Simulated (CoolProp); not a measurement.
A simple Rankine cycle with the fluoroketone C6F12O (FK-5-1-12): condensing at 318.15 K, boiler at 1.52 MPa, turbine inlet 499 K, turbine efficiency 0.9, pump efficiency 0.6, no recuperator. Each further row changes one setting.

Model: reference Helmholtz-energy equation of state, McLinden 2015, in CoolProp.

```csv
case,thermal efficiency (%),net work (kJ/kg),heat in (kJ/kg),turbine exit temperature (K),volume ratio over the turbine
as stated,11.2,28.4,254,460.9,19.5
condensing temperature 310.15 K,12.0,31.5,263,457.6,26.1
boiler pressure 1.06 MPa,10.0,25.8,258,467.3,12.8
turbine efficiency 0.8,9.9,25.0,254,464.1,19.7
```
